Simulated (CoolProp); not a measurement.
Vapour-liquid equilibrium of carbon dioxide (1) + dimethyl ether (2) at -19.35 °C; x and y are mole fractions of (1).

Values from CoolProp's multi-fluid Helmholtz-energy mixture model, Span 1996 and Wu 2011; pair parameters Bell 2016.

| x | bubble pressure, mixture model (MPa) | bubble pressure, Raoult's law (MPa) | y, mixture model | y, Raoult's law |
|---|---|---|---|---|
| 0.05 | 0.1868 | 0.2217 | 0.340 | 0.453 |
| 0.2 | 0.3887 | 0.5040 | 0.721 | 0.797 |
| 0.35 | 0.6279 | 0.7862 | 0.854 | 0.895 |
| 0.5 | 0.9034 | 1.068 | 0.919 | 0.940 |
| 0.65 | 1.210 | 1.351 | 0.956 | 0.967 |
| 0.8 | 1.541 | 1.633 | 0.979 | 0.984 |
| 0.95 | 1.889 | 1.915 | 0.996 | 0.997 |

The largest gap from Raoult's law is -22.9 % in bubble pressure, at x = 0.2. No azeotrope shows between x = 0.05 and 0.95.

Pair parameters are fitted to limited data, so mixtures are less certain than the pure fluids.
